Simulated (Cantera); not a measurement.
## Equilibrium for roasting and sulfation: MgO + O2 + CO2 + H2S

A closed system holds: 1 mol MgO, 0.16 mol O2, 0.44 mol CO2, 1.5 mol H2S, at 15.0 mbar.

Equilibrium computed with Cantera from the NASA thermochemical tables; the gas is ideal and each condensed phase is pure. Candidate condensed phases: C, C6H6, C7H8, C8H18, H2O, H2SO4, Mg, MgCO3, MgO, Mg(OH)2, MgS, MgSO4, S; 130 gas species. Gases not in the tables: S3 to S7. Equilibrium is a limit: real reactors are often held back by kinetics, nucleation or transport.

```csv
T (°C),log p H2S,log p H2,log p S2,log p H2O,log p CO2,log p CO,n MgO(s)
600,-2.11,-3.49,-2.87,-2.60,-2.55,-3.86,1.00
650,-2.14,-3.26,-2.82,-2.58,-2.57,-3.56,1.00
700,-2.18,-3.06,-2.76,-2.56,-2.62,-3.33,1.00
750,-2.23,-2.91,-2.69,-2.53,-2.67,-3.16,1.00
800,-2.29,-2.79,-2.64,-2.51,-2.73,-3.04,1.00
850,-2.37,-2.69,-2.59,-2.49,-2.79,-2.95,1.00
900,-2.44,-2.61,-2.54,-2.48,-2.86,-2.89,1.00
950,-2.53,-2.55,-2.51,-2.47,-2.92,-2.84,1.00
1000,-2.62,-2.50,-2.48,-2.46,-2.98,-2.81,1.00
1050,-2.71,-2.46,-2.46,-2.45,-3.04,-2.78,1.00
1100,-2.81,-2.44,-2.45,-2.45,-3.09,-2.76,1.00
1150,-2.90,-2.41,-2.44,-2.45,-3.14,-2.74,1.00
1200,-2.99,-2.39,-2.43,-2.45,-3.18,-2.73,1.00
1250,-3.08,-2.38,-2.43,-2.46,-3.23,-2.72,1.000
```
log p: log10 of the partial pressure in bar; n: condensed amount in mol.

From 600 °C to 1250 °C the condensed part is MgO(s).
